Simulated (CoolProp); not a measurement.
Saturated liquid density (kg/m³) of propane: the reference equation beside estimates from Tc = 369.9 K, pc = 4251 kPa, ω = 0.152.

The numbers come from the reference Helmholtz-energy equation of state, Lemmon 2009 in CoolProp.

| T (K) | reference | van der Waals | Soave-Redlich-Kwong |
|---|---|---|---|
| 198.1 | 617.5 | 391.5 | 585.1 |
| 209.6 | 605.0 | 384.1 | 573.7 |
| 221.1 | 592.2 | 376.3 | 561.5 |
| 232.6 | 579.1 | 368.2 | 548.4 |
| 244.2 | (withheld) | 359.6 | 534.2 |
| 255.7 | 551.3 | 350.5 | 519.2 |
| 267.2 | 536.5 | 341.0 | 502.9 |
| 278.7 | 521.0 | (withheld) | (withheld) |
| 290.2 | 504.5 | 319.9 | 466.1 |
| 301.7 | 486.7 | (withheld) | 445.0 |
| 313.3 | 467.2 | 295.0 | 421.4 |
| 324.8 | 445.6 | 280.7 | 395.1 |
| 336.3 | 420.8 | (withheld) | (withheld) |

**Question.** Fill in the missing entries.

**Answer.** 
- 244.2, reference: 565.4
- 278.7, van der Waals: 330.8
- 278.7, Soave-Redlich-Kwong: 485.3
- 301.7, van der Waals: 308.1
- 336.3, van der Waals: 264.3
- 336.3, Soave-Redlich-Kwong: 364.9

Absolute difference from the reference over all 13 rows, mean and median: van der Waals 36.6 and 36.5 %, Soave-Redlich-Kwong 7.4 and 6.3 %.
